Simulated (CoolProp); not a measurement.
Saturation properties of fluorine (Tc = -128.7 °C, pc = 5.240 MPa, ω = 0.045).

Computed with CoolProp (reference Helmholtz-energy equation of state, de Reuck 1990).

| T (°C) | p (MPa) | vapour density (kg/m³) | liquid cp (kJ/(kg K)) | surface tension (mN/m) |
|---|---|---|---|---|
| -164.75 | 0.7983 | 39.02 | 1.660 | 7.33 |
| -161.65 | 0.9809 | 47.73 | 1.698 | 6.57 |
| -158.65 | 1.185 | 57.59 | 1.743 | 5.85 |
| -155.65 | 1.417 | 69.10 | 1.799 | 5.14 |
| -152.65 | 1.680 | 82.56 | 1.870 | 4.45 |
| -149.65 | 1.977 | 98.37 | 1.963 | 3.78 |
| -146.55 | 2.322 | 117.8 | 2.094 | 3.11 |
| -143.55 | 2.695 | 140.4 | 2.275 | 2.48 |
| -140.55 | 3.109 | 168.0 | 2.549 | 1.89 |
| -137.55 | 3.570 | 202.9 | 3.009 | 1.32 |
| -134.45 | 4.097 | 251.4 | 3.984 | 0.778 |
| -131.45 | 4.664 | 324.6 | 7.072 | 0.314 |

It boils at -188.1 °C under 1 atm.

Surface tension comes from a separate correlation (Mulero 2012).
